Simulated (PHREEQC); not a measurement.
Solution (91 °C): 4.2e-05 mol Na2B4O7 per kg of water. Closed to the air; pH follows from the charge balance.

All values are PHREEQC results (Pitzer model, pitzer.dat), not measurements.

This is a speciation only: nothing precipitates in the calculation.

**Question.** Estimate the pH, osmotic coefficient.

**Answer.** pH 8.22; osmotic coefficient 0.998.

**Question.** In which forms is B present?

**Answer.** B(OH)3 91 %, B(OH)4- 8.9 % of the B.

Constants without temperature data keep their 25 °C values here.
